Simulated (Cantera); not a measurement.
Feed: 1 mol Si, 0.53 mol CO2, 150 mol N2, at 4.60 bar.

Method: chemical equilibrium by Gibbs-energy minimisation in Cantera with the NASA 1993 tables (ideal gas, pure condensed phases). Candidate condensed phases: C, Si, SiC, SiO2, Si2N2O, Si3N4; 34 gas species. Mutual solubility and eutectic melting of coexisting phases are not modelled. The tables hold silica as quartz up to 1696 K and as liquid above; real silica turns to tridymite and cristobalite and melts near 1996 K. Rates play no part.

x: gas mole fraction; n: condensed amount in mol.

| T (K) | x N2 | x CO | x SiO | x CO2 | x Si | x SiN | x Si2N | n SiO2(β-quartz) | n Si2N2O(s) | n SiO2(condensed) |
|---|---|---|---|---|---|---|---|---|---|---|
| 1550 | 0.996 | 0.00353 | 1.06e-6 | 1.79e-6 | <1e-12 | <1e-12 | <1e-12 | 0.0198 | 0.490 | 0 |
| 1625 | 0.996 | 0.00353 | ? | 1.85e-6 | ? | 2.88e-12 | <1e-12 | 0.0195 | 0.490 | 0 |
| 1700 | 0.996 | 0.00353 | ? | 1.91e-6 | ? | 2.69e-11 | <1e-12 | 0 | 0.488 | ? |
| 1775 | 0.996 | 0.00353 | 0.000142 | 1.94e-6 | 2.04e-10 | 2.09e-10 | <1e-12 | 0 | 0.483 | 0.0127 |
| 1850 | 0.996 | 0.00353 | 0.000398 | 1.03e-6 | 2.30e-9 | 1.89e-9 | 4.71e-12 | 0 | 0.470 | 0 |
| 1925 | 0.996 | 0.00353 | 0.000400 | 8.82e-8 | 5.47e-8 | 3.67e-8 | 7.49e-10 | 0 | 0.470 | 0 |
| 2000 | 0.996 | 0.00353 | 0.000402 | 9.12e-9 | 1.02e-6 | 5.68e-7 | 8.03e-8 | 0 | 0.470 | 0 |

**Question.** What belongs in the gaps?

**Answer.** 
- 1700, x SiO: 3.24e-5
- 1700, x Si: 2.07e-11
- 1700, n SiO2(condensed): 0.0182
- 1625, x SiO: 6.37e-6
- 1625, x Si: 1.71e-12
